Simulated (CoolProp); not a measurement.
Vapour-liquid equilibrium of carbon dioxide (1) + R227EA (2) at 249.6 K; x and y are mole fractions of (1).

The numbers come from the multi-fluid Helmholtz-energy mixture model, Span 1996 and Lemmon 2016; pair parameters Bell 2016 in CoolProp.

Task: Give the bubble pressure and the first vapour's composition at x = 0.15, 0.55, 0.75. Is there an azeotrope?

Result: x = 0.15: 2.977 bar, y = 0.773; x = 0.55: 9.242 bar, y = 0.950; x = 0.75: 12.66 bar, y = 0.977. No azeotrope shows between x = 0.05 and 0.95.

The pair parameters rest on a limited set of measurements; away from them the model extrapolates.
